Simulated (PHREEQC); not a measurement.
A solution holds 0.054 mol NaHCO3 and 8.1e-05 mol K2HPO4 per kg of water, at 20 °C. Closed to the air; pH follows from the charge balance.

All values are PHREEQC results (ion-association model, wateq4f.dat), not measurements.

Each row changes one thing in this solution. Precipitation was switched off in this run.

```
case                                               pH  ionic strength (mol/kgw)
-----------------------------------------------  ----  ------------------------
as made                                          8.15                    0.0536
K2HPO4 from 8.1e-05 to 0.000405 mol/kgw          8.15                    0.0545
K2HPO4 left out                                  8.14                    0.0533
NaHCO3 replaced by NaH2PO4 at the same molality  4.62                    0.0544
NaHCO3 from 0.054 to 0.27 mol/kgw                7.94                     0.253
temperature from 20 to 60 °C                     7.79                    0.0528
K2HPO4 from 8.1e-05 to 0.000121 mol/kgw          8.15                    0.0537
```

Species that the database lacks are ignored. H3PO4, which wateq4f.dat lacks, is added to it with the constant of phreeqc.dat. At this temperature some constants are extrapolated from 25 °C, and those without enthalpy data are left unchanged.
